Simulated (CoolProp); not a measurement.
A single-stage vapour-compression cycle with R124: evaporating at 266.15 K (dew point), condensing at 319.15 K (bubble point), superheat 0 K, subcooling 5 K, compressor efficiency 0.7, no pressure losses. Each further row changes one setting.

The numbers come from the reference Helmholtz-energy equation of state, de Vries 1995 in CoolProp.

```json
[
 {"case": "as stated", "cooling COP": "…", "pressure ratio": "5.62", "discharge temperature (K)": "330.1", "refrigerating effect (kJ/kg)": "110", "volumetric capacity (kJ/m³)": "884"},
 {"case": "evaporating temperature 271.15 K", "cooling COP": "3.22", "pressure ratio": "4.62", "discharge temperature (K)": "328.5", "refrigerating effect (kJ/kg)": "…", "volumetric capacity (kJ/m³)": "1090"},
 {"case": "condensing temperature 314.15 K", "cooling COP": "…", "pressure ratio": "…", "discharge temperature (K)": "…", "refrigerating effect (kJ/kg)": "116", "volumetric capacity (kJ/m³)": "931"},
 {"case": "subcooling 10 K", "cooling COP": "2.94", "pressure ratio": "5.62", "discharge temperature (K)": "330.1", "refrigerating effect (kJ/kg)": "116", "volumetric capacity (kJ/m³)": "931"},
 {"case": "superheat 10 K", "cooling COP": "…", "pressure ratio": "5.62", "discharge temperature (K)": "…", "refrigerating effect (kJ/kg)": "117", "volumetric capacity (kJ/m³)": "…"},
 {"case": "compressor efficiency 0.6", "cooling COP": "2.39", "pressure ratio": "5.62", "discharge temperature (K)": "337.6", "refrigerating effect (kJ/kg)": "110", "volumetric capacity (kJ/m³)": "884"}
]
```

**Question.** Fill in the missing entries.

**Answer.** 
- as stated, cooling COP: 2.79
- evaporating temperature 271.15 K, refrigerating effect (kJ/kg): 113
- condensing temperature 314.15 K, cooling COP: 3.19
- condensing temperature 314.15 K, pressure ratio: 4.91
- condensing temperature 314.15 K, discharge temperature (K): 324.7
- superheat 10 K, cooling COP: 2.83
- superheat 10 K, discharge temperature (K): 340.6
- superheat 10 K, volumetric capacity (kJ/m³): 902
